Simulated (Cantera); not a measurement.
What does this Cantera script print?

```python
import numpy as np
import cantera as ct

gas = ct.Solution("gri30.yaml")
gas.TPX = 1375, 1333, {'N2O': 1, 'O2': 0.053, 'H2O': 0.0021}
reactor = ct.IdealGasConstPressureReactor(gas, energy="off", clone=False)
net = ct.ReactorNet([reactor])
net.rtol, net.atol = 1e-08, 1e-18
show = ['N2O', 'O2', 'NO2', 'O', 'NO']
times = np.geomspace(7e-06, 40, 14)

steps = ct.SolutionArray(gas, extra=["t"])
rows = []
print(f"{'t/s':>10s}{'T/K':>9s}{'P/Pa':>11s}" + "".join(f"{s:>11s}" for s in show))
for t in times:
    while net.time < t:
        t_next = net.step()
        steps.append(gas.state, t=t_next)
    rows.append([np.interp(t, steps.t, y) for y in (steps.T, steps.P, *steps(*show).X.T)])
    print(f"{t:10.3e}{rows[-1][0]:9.1f}{rows[-1][1]:11.4g}" + "".join(f"{x:11.3e}" for x in rows[-1][2:]))
rate = np.gradient(steps.T, steps.t)
print("integrator steps:", len(steps.t))
if steps.T.max() > steps.T[0] + 200:
    print(f"time of steepest temperature rise: {steps.t[rate.argmax()]:.4e} s")
gas.TPX = 1375, 1333, {'N2O': 1, 'O2': 0.053, 'H2O': 0.0021}
gas.equilibrate("TP")
print(f"equilibrium (TP): T = {gas.T:.1f} K  " + "  ".join(f"{s} {gas[s].X[0]:.3e}" for s in show))
```

It prints:

```
       t/s      T/K       P/Pa        N2O         O2        NO2          O         NO
 7.000e-06   1375.0       1333  9.478e-01  5.023e-02  1.628e-18  4.882e-07  2.301e-09
 2.317e-05   1375.0       1333  9.478e-01  5.023e-02  6.810e-17  1.569e-06  2.485e-08
 7.667e-05   1375.0       1333  9.478e-01  5.023e-02  3.238e-15  4.724e-06  2.546e-07
 2.537e-04   1375.0       1333  9.477e-01  5.024e-02  1.777e-13  1.169e-05  2.292e-06
 8.398e-04   1375.0       1333  9.476e-01  5.026e-02  1.243e-11  1.848e-05  1.503e-05
 2.779e-03   1375.0       1333  9.472e-01  5.037e-02  1.672e-09  1.938e-05  6.508e-05
 9.198e-03   1375.0       1333  9.459e-01  5.071e-02  1.759e-07  1.936e-05  2.313e-04
 3.044e-02   1375.0       1333  9.415e-01  5.185e-02  6.764e-06  1.929e-05  7.721e-04
 1.007e-01   1375.0       1333  9.271e-01  5.559e-02  6.280e-05  1.911e-05  2.492e-03
 3.334e-01   1375.0       1333  8.814e-01  6.749e-02  1.741e-04  1.880e-05  7.929e-03
 1.103e+00   1375.0       1333  7.500e-01  1.019e-01  1.989e-04  1.862e-05  2.370e-02
 3.652e+00   1375.0       1333  4.590e-01  1.783e-01  1.337e-04  1.850e-05  5.857e-02
 1.209e+01   1375.0       1333  1.133e-01  2.692e-01  5.532e-05  1.804e-05  9.965e-02
 4.000e+01   1375.0       1333  2.559e-03  2.987e-01  5.201e-05  9.185e-06  1.120e-01
integrator steps: 1453
equilibrium (TP): T = 1375.0 K  N2O 4.957e-09  O2 3.552e-01  NO2 9.015e-07  O 3.307e-06  NO 7.415e-04
```

Model: GRI-Mech 3.0 (53 species, 325 reactions), integrated in Cantera. GRI-Mech 3.0 was tuned for natural gas; its chemistry of N2O as a main component is partial and can be far from experiment. Radical loss at walls, strong at low pressure, is not modelled. The mechanism lacks the step 2 NO + O2 → 2 NO2, which can matter for NO2 below about 1400 K. The temperature is held fixed by assumption; the heat of reaction is taken as removed at once.
